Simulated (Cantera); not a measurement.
Input (Python, Cantera) and output of one run.

```python
import numpy as np
import cantera as ct

gas_names = [...]  # 62 gases of nasa_gas.yaml made of B, F, H, N, O
cond_names = """
    B(b) B(L) BN(s) B2O3(L) B3O3H3(cr) H2O(s) H2O(L)
""".split()


# ... load() reads the species with a 1 bar reference pressure and builds the phases ...
atoms = {
    'BF3': {'B': 1, 'F': 3},
    'H2': {'H': 2},
    'N2': {'N': 2},
    'O2': {'O': 2},
}
top_T = {'BN(s)': 3200}  # K; cautious upper limits of use, not melting points


# ... equilibrate(T, P, feed) seeds the gas with the atoms and calls Mixture.equilibrate('TP', solver="vcs", rtol=1e-11, max_steps=5000) ...
results = []
P = 1333.22  # Pa
for T in [900, 950, 1000, 1050, 1100, 1150, 1200, 1250, 1300, 1350, 1400, 1450, 1500]:
    for m in [0.32, 0.48, 0.72, 1.1, 1.6, 2.5, 3.7, 5.7]:
        feed = {'BF3': 1, 'H2': 3.4, 'N2': 100, 'O2': m}  # mol
        mix = equilibrate(T, P, feed)
        results.append((T, P, feed, dict(zip(mix.species_names, mix.species_moles))))

for T, P, feed, n in results:
    print(f"{T:7g} {feed['O2']:10.4g}  " + (" + ".join(c for c in cond_names if n.get(c, 0) > 1e-12) or "gas only"))
```

Result:

```
    900       0.32  B2O3(L)
    900       0.48  B2O3(L)
    900       0.72  B2O3(L)
    900        1.1  B2O3(L)
    900        1.6  B2O3(L)
    900        2.5  B2O3(L)
    900        3.7  B2O3(L)
    900        5.7  B2O3(L)
    950       0.32  B2O3(L)
    950       0.48  B2O3(L)
    950       0.72  B2O3(L)
    950        1.1  B2O3(L)
    950        1.6  B2O3(L)
    950        2.5  B2O3(L)
    950        3.7  B2O3(L)
    950        5.7  B2O3(L)
   1000       0.32  B2O3(L)
   1000       0.48  B2O3(L)
   1000       0.72  B2O3(L)
   1000        1.1  B2O3(L)
   1000        1.6  B2O3(L)
   1000        2.5  B2O3(L)
   1000        3.7  B2O3(L)
   1000        5.7  B2O3(L)
   1050       0.32  B2O3(L)
   1050       0.48  B2O3(L)
   1050       0.72  B2O3(L)
   1050        1.1  B2O3(L)
   1050        1.6  B2O3(L)
   1050        2.5  B2O3(L)
   1050        3.7  B2O3(L)
   1050        5.7  B2O3(L)
   1100       0.32  B2O3(L)
   1100       0.48  B2O3(L)
   1100       0.72  B2O3(L)
   1100        1.1  B2O3(L)
   1100        1.6  B2O3(L)
   1100        2.5  B2O3(L)
   1100        3.7  B2O3(L)
   1100        5.7  B2O3(L)
   1150       0.32  gas only
   1150       0.48  B2O3(L)
   1150       0.72  B2O3(L)
   1150        1.1  B2O3(L)
   1150        1.6  B2O3(L)
   1150        2.5  B2O3(L)
   1150        3.7  B2O3(L)
   1150        5.7  B2O3(L)
   1200       0.32  gas only
   1200       0.48  gas only
   1200       0.72  B2O3(L)
   1200        1.1  B2O3(L)
   1200        1.6  B2O3(L)
   1200        2.5  B2O3(L)
   1200        3.7  B2O3(L)
   1200        5.7  B2O3(L)
   1250       0.32  gas only
   1250       0.48  gas only
   1250       0.72  gas only
   1250        1.1  gas only
   1250        1.6  gas only
   1250        2.5  gas only
   1250        3.7  gas only
   1250        5.7  gas only
   1300       0.32  gas only
   1300       0.48  gas only
   1300       0.72  gas only
   1300        1.1  gas only
   1300        1.6  gas only
   1300        2.5  gas only
   1300        3.7  gas only
   1300        5.7  gas only
   1350       0.32  gas only
   1350       0.48  gas only
   1350       0.72  gas only
   1350        1.1  gas only
   1350        1.6  gas only
   1350        2.5  gas only
   1350        3.7  gas only
   1350        5.7  gas only
   1400       0.32  gas only
   1400       0.48  gas only
   1400       0.72  gas only
   1400        1.1  gas only
   1400        1.6  gas only
   1400        2.5  gas only
   1400        3.7  gas only
   1400        5.7  gas only
   1450       0.32  gas only
   1450       0.48  gas only
   1450       0.72  gas only
   1450        1.1  gas only
   1450        1.6  gas only
   1450        2.5  gas only
   1450        3.7  gas only
   1450        5.7  gas only
   1500       0.32  gas only
   1500       0.48  gas only
   1500       0.72  gas only
   1500        1.1  gas only
   1500        1.6  gas only
   1500        2.5  gas only
   1500        3.7  gas only
   1500        5.7  gas only
```

These are equilibrium values from Cantera (NASA tables, ideal gas, pure condensed phases), not measurements of a reactor. The tables' values for BF2 are old estimates.
